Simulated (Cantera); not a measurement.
# Reactions in the system B-Cl-O

Source: NASA polynomial tables (part measured, part estimated), evaluated in Cantera. Values are per mole of reaction as written; species without (g) are pure solids or liquids, kept so even where they would boil at 1 bar. The tables' values for BOCl are old estimates.

4 BCl3(g) + 3 O2(g) = 12 Cl(g) + 2 B2O3(g)

```csv
T (K),ΔH° (kJ),ΔS° (J/K),ΔG° (kJ),log10 K
300,1395.5,774.0,1163.3,-202.55
848,1421.8,825.6,721.7,-44.45
873,1422.8,826.7,701.0,-41.94
898,1423.7,827.8,680.3,-39.57
923,1424.6,828.8,659.6,-37.33
948,1425.5,829.7,638.9,-35.20
973,1426.3,830.6,618.1,-33.18
998,1427.2,831.5,597.4,-31.26
1023,1428.1,832.4,576.6,-29.44
1048,1428.9,833.2,555.7,-27.70
```

3 Cl(g) + B + B2O3(g) = 3 BOCl(g)

| T (K) | ΔH° (kJ) | ΔS° (J/K) | ΔG° (kJ) | log10 K |
|---|---|---|---|---|
| 300 | -476.8 | -73.0 | -455.0 | 79.21 |
| 848 | -484.2 | -86.4 | -411.0 | 25.31 |
| 873 | -484.6 | -86.8 | -408.8 | 24.46 |
| 898 | -484.9 | -87.2 | -406.6 | 23.65 |
| 923 | -485.3 | -87.6 | -404.4 | 22.89 |
| 948 | -485.6 | -88.0 | -402.3 | 22.16 |
| 973 | -486.0 | -88.3 | -400.1 | 21.48 |
| 998 | -486.4 | -88.7 | -397.8 | 20.82 |
| 1023 | -486.7 | -89.1 | -395.6 | 20.20 |
| 1048 | -487.1 | -89.4 | -393.4 | 19.61 |
